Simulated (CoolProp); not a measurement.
Computed with CoolProp (reference Helmholtz-energy equation of state, Akasaka 2015).

**Question.** For R245fa, give the phase and the cv (kJ/(kg K)), speed of sound (m/s), Joule-Thomson coefficient (K/MPa), viscosity (µPa s) at 113.95 °C and 0.101 MPa.

**Answer.** 
- 113.95 °C and 0.101 MPa: gas; cv 0.959, speed of sound 158, Joule-Thomson coefficient 11.6, viscosity 15.4

Viscosity comes from a separate model (Bell 2016), an estimate that may be off by 10 % or more.
